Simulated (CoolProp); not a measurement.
A single-stage vapour-compression cycle with isobutene: evaporating at 274.15 K (dew point), condensing at 302.15 K (bubble point), superheat 2 K, subcooling 5 K, compressor efficiency 0.8, no pressure losses. Each further row changes one setting.

Computed with CoolProp (reference Helmholtz-energy equation of state, Lemmon 2005). It is a short technical equation, of lower accuracy than the large ones.

```json
[
 {"case": "as stated", "cooling COP": "___", "pressure ratio": "2.51", "discharge temperature (K)": "309.6", "refrigerating effect (kJ/kg)": "334", "volumetric capacity (kJ/m³)": "1180"},
 {"case": "evaporating temperature 279.15 K", "cooling COP": "9.18", "pressure ratio": "___", "discharge temperature (K)": "308.3", "refrigerating effect (kJ/kg)": "340", "volumetric capacity (kJ/m³)": "___"},
 {"case": "condensing temperature 297.15 K", "cooling COP": "___", "pressure ratio": "___", "discharge temperature (K)": "304.0", "refrigerating effect (kJ/kg)": "346", "volumetric capacity (kJ/m³)": "1220"},
 {"case": "subcooling 10 K", "cooling COP": "7.53", "pressure ratio": "2.51", "discharge temperature (K)": "309.6", "refrigerating effect (kJ/kg)": "346", "volumetric capacity (kJ/m³)": "1220"},
 {"case": "superheat 12 K", "cooling COP": "7.30", "pressure ratio": "2.51", "discharge temperature (K)": "319.7", "refrigerating effect (kJ/kg)": "___", "volumetric capacity (kJ/m³)": "1180"},
 {"case": "compressor efficiency 0.7", "cooling COP": "6.36", "pressure ratio": "2.51", "discharge temperature (K)": "___", "refrigerating effect (kJ/kg)": "334", "volumetric capacity (kJ/m³)": "1180"}
]
```

Task: What belongs in the gaps?

Result: 
- as stated, cooling COP: 7.27
- evaporating temperature 279.15 K, pressure ratio: 2.09
- evaporating temperature 279.15 K, volumetric capacity (kJ/m³): 1420
- condensing temperature 297.15 K, cooling COP: 9.04
- condensing temperature 297.15 K, pressure ratio: 2.16
- superheat 12 K, refrigerating effect (kJ/kg): 350
- compressor efficiency 0.7, discharge temperature (K): 313.3
